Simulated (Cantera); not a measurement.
**Dilute partial oxidation**

An isothermal, constant-pressure homogeneous reactor starts with 0.254 % C2H6, 1.17 % O2, 97.5 % N2, 1.07 % H2O, equivalence ratio 0.76, at 1275 K and 8.00 bar.

Computed with Cantera and GRI-Mech 3.0 (53 species, 325 reactions).

| t (s) | x C2H6 | x O2 | x HO2 | x CO2 | x C2H2 | x CH4 | x NO |
|---|---|---|---|---|---|---|---|
| 6.00e-6 | 0.00253 | 0.0117 | 3.18e-9 | <1e-12 | <1e-12 | 6.69e-9 | <1e-12 |
| 4.80e-5 | 0.00253 | 0.0117 | 7.40e-7 | 5.35e-10 | 2.63e-11 | 3.85e-7 | <1e-12 |
| 0.000383 | 0.00118 | 0.0110 | 3.39e-5 | 6.05e-6 | 1.13e-5 | 4.72e-5 | 9.65e-11 |
| 0.00306 | 4.51e-12 | 0.00396 | 5.72e-6 | 0.00284 | 3.57e-11 | 2.12e-7 | 2.94e-8 |
| 0.0245 | <1e-12 | 0.00288 | 6.81e-7 | 0.00494 | <1e-12 | <1e-12 | 4.68e-8 |
| 0.196 | <1e-12 | 0.00282 | 2.17e-9 | 0.00506 | <1e-12 | <1e-12 | 5.58e-8 |
| 1.57 | <1e-12 | 0.00282 | 8.36e-10 | 0.00506 | <1e-12 | <1e-12 | 5.75e-8 |
| 12.5 | <1e-12 | 0.00282 | 8.36e-10 | 0.00506 | <1e-12 | <1e-12 | 5.82e-8 |
| 100 | <1e-12 | 0.00282 | 8.36e-10 | 0.00506 | <1e-12 | <1e-12 | 5.95e-8 |
x: mole fraction; the columns are a selection and need not sum to one.

Equilibrium at this temperature and pressure: C2H6 <1e-12, O2 0.00280, HO2 8.31e-10, CO2 0.00506, C2H2 <1e-12, CH4 <1e-12, NO 4.33e-5 (gas phase only).
